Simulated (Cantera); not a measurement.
Gas mixture: O2 : CO2 = 0.3 : 0.92 (molar parts), at 32.3 Torr, frozen composition.

Cantera's kinetic-theory transport with the Lennard-Jones parameters of GRI-Mech 3.0, ideal gas; thermal conductivity in the multicomponent form.

D: mixture-averaged diffusion coefficient of that species in the mixture.

```
T (K)  ρ (kg/m³)  cp (J/kg/K)  μ (µPa s)  λ (mW/m/K)     Pr  D (cm²/s) N2  D (cm²/s) NH3  D (cm²/s) O
-----  ---------  -----------  ---------  ----------  -----  ------------  -------------  -----------
400       0.0531        938.6       20.9           …  0.723          6.65           7.08         10.6
600       0.0354         1062       29.1           …  0.727          13.5           15.4         21.4
800       0.0265         1147       36.1           …  0.729          22.1           26.1         34.9
1000      0.0212         1207       42.4           …  0.729          32.3           38.9         50.9
1200      0.0177         1248       48.1           …  0.729          43.8           53.6         69.1
1400      0.0152         1279       53.4           …  0.728          56.7           70.0         89.3
```

Task: What belongs in the gaps?

Result: 
- 400, λ (mW/m/K): 27.1
- 600, λ (mW/m/K): 42.5
- 800, λ (mW/m/K): 56.9
- 1000, λ (mW/m/K): 70.2
- 1200, λ (mW/m/K): 82.4
- 1400, λ (mW/m/K): 93.8
